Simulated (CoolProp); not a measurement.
The numbers come from the reference Helmholtz-energy equation of state, Zhou 2012 in CoolProp.

### Question
For o-xylene, give the phase and the viscosity (µPa s), conductivity (mW/(m K)) at 132.65 °C and 0.558 bar; 149.15 °C and 0.558 bar; 198.55 °C and 0.558 bar.

### Answer
- 132.65 °C and 0.558 bar: gas; viscosity 8.77, conductivity 22.9
- 149.15 °C and 0.558 bar: gas; viscosity 9.13, conductivity 24.5
- 198.55 °C and 0.558 bar: gas; viscosity 10.2, conductivity 29.3

Viscosity comes from a separate model (Cao 2016). Thermal conductivity comes from a separate model (Mylona 2014).
